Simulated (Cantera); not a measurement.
Mixture: 32.3 % H2, 14.7 % O2, 53.0 % N2, equivalence ratio 1.1, at 10.0 bar, adiabatic and at constant volume. Ignition delay is the time to a rise of 400 K.

Computed with Cantera and the H2/O2 subset of GRI-Mech 3.0, which has no nitrogen chemistry. The hydrogen kinetics of GRI-Mech 3.0 are dated; newer H2 mechanisms differ, most at raised pressure. Below about 950 K walls govern HO2 and H2O2 in real vessels.

Q: At T0 = 1025 K, what is the delay, and which 6 reactions control it most (d ln τ / d ln k, from doubling and halving each rate constant)?

A: The delay is 4.28 ms.
| reaction | d ln τ / d ln k | faster rate |
|---|---|---|
| H + H2O2 <=> H2 + HO2 | -0.55 | shortens it |
| 2 OH (+M) <=> H2O2 (+M) | -0.52 | shortens it |
| H + O2 <=> O + OH | -0.47 | shortens it |
| H + O2 + N2 <=> HO2 + N2 | 0.18 | lengthens it |
| H + O2 + M <=> HO2 + M | 0.17 | lengthens it |
| 2 HO2 <=> H2O2 + O2 | 0.13 | lengthens it |
